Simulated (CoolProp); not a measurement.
Computed with CoolProp (reference Helmholtz-energy equation of state, Lemmon 2006). It is a short technical equation, of lower accuracy than the large ones.

Task: For neopentane, give the phase and the density (kg/m³), speed of sound (m/s) at 434.3 K and 0.928 MPa; 550 K and 0.928 MPa.

Result: 
- 434.3 K and 0.928 MPa: gas; density 20.7, speed of sound 207
- 550 K and 0.928 MPa: gas; density 15.3, speed of sound 247
